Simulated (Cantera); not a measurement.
A perfectly stirred reactor is fed with 3.85 % CH4, 0.654 % H2, 20.1 % O2, 75.4 % N2, at 10.0 bar; it is adiabatic with a 775 K inlet, and is followed from long to short residence time, starting on the burning branch (τ in s: 0.047, 0.021, 0.0095, 0.0042, 0.0019, 0.00086, 0.00038, 0.00017, 7.7e-05, 3.5e-05, 1.6e-05, 7e-06).

Cantera simulation using GRI-Mech 3.0 (53 species, 325 reactions); the numbers are that mechanism's predictions, not measurements.

x: mole fraction; the columns are a selection and need not sum to one.

```
τ (s)    T (K)     x CH4      x H2   x O2   x C2H2         x H
-------  -----  --------  --------  -----  -------  ----------
0.047     1685   1.04e-5   7.58e-6  0.121  3.68e-9  (withheld)
0.021     1684   1.93e-5   1.32e-5  0.121  9.55e-9  (withheld)
0.0095    1682   3.48e-5   2.36e-5  0.121  2.20e-8  (withheld)
0.0042    1678   6.43e-5   4.38e-5  0.121  4.81e-8  (withheld)
0.0019    1671  0.000120   8.26e-5  0.121  9.86e-8  (withheld)
0.00086   1656  0.000240  0.000167  0.122  2.09e-7  (withheld)
0.00038   1606  0.000731  0.000489  0.126  7.26e-7  (withheld)
0.00017    775    0.0385   0.00654  0.201   <1e-12      <1e-12
7.7e-5     775    0.0385   0.00654  0.201   <1e-12      <1e-12
3.5e-5     775    0.0385   0.00654  0.201   <1e-12      <1e-12
1.6e-5     775    0.0385   0.00654  0.201   <1e-12      <1e-12
7.0e-6     775    0.0385   0.00654  0.201   <1e-12      <1e-12
```

Task: Complete the blanks.

Result: 
- 0.047, x H: 2.82e-7
- 0.021, x H: 5.52e-7
- 0.0095, x H: 1.11e-6
- 0.0042, x H: 2.33e-6
- 0.0019, x H: 4.79e-6
- 0.00086, x H: 9.65e-6
- 0.00038, x H: 1.78e-5
